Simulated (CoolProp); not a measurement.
C3F8 (R218) along the isotherm 9.65 °C: Z from the reference equation and from simpler models built on Tc = 71.9 °C, pc = 2.640 MPa, ω = 0.317; each cubic takes its own stable root.

Model: reference Helmholtz-energy equation of state, Lemmon 2006, in CoolProp. It is a short technical equation, of lower accuracy than the large ones.

```tsv
p (MPa)	phase	reference
1.25	liquid	0.07063
2.5	liquid	0.1400
3.75	liquid	0.2082
5	liquid	0.2755
6.25	liquid	0.3420
7.5	liquid	0.4077
8.75	liquid	0.4728
10	liquid	0.5373
11.2	liquid	0.5986
12.5	liquid	0.6646
13.8	liquid	0.7300
15	liquid	0.7900
16.2	liquid	0.8496
17.5	liquid	0.9138
18.8	liquid	0.9775
20	liquid	1.036
```

Task: How far does each simpler model (van der Waals, Redlich-Kwong, Soave-Redlich-Kwong) lie from the reference over these 16 states: mean and median of the absolute difference, and the worst?

Result: 
- van der Waals: mean 47.2 %, median 45.2 %, worst +61.8 % at 9.65 °C and 1.25 MPa
- Redlich-Kwong: mean 7.4 %, median 6.6 %, worst +14.5 % at 9.65 °C and 1.25 MPa
- Soave-Redlich-Kwong: mean 4.0 %, median 3.6 %, worst +7.8 % at 9.65 °C and 1.25 MPa
